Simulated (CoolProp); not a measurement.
n-perfluorohexane at 293.15 K and 0.00711 MPa is throttled through a valve to 0.0028 MPa with no heat exchange. Each further row changes one setting.

Values from CoolProp's reference Helmholtz-energy equation of state, Gao 2022.

| case | temperature change (K) | final density (kg/m³) |
|---|---|---|
| as stated | -0.1 | ___ |
| outlet pressure 0.00084 MPa | -0.2 | ___ |
| outlet pressure 0.00364 MPa | -0.1 | ___ |

Problem. Fill in the missing entries.

Solution. 
- as stated, final density (kg/m³): 0.389
- outlet pressure 0.00084 MPa, final density (kg/m³): 0.117
- outlet pressure 0.00364 MPa, final density (kg/m³): 0.507
